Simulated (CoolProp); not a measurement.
Values from CoolProp's reference Helmholtz-energy equation of state, Thol 2017.

For octamethyltrisiloxane (MDM), give the phase and the Z, cv (kJ/(kg K)) at 575 K and 6.53 MPa.


- 575 K and 6.53 MPa: supercritical; Z 0.612, cv 2.12
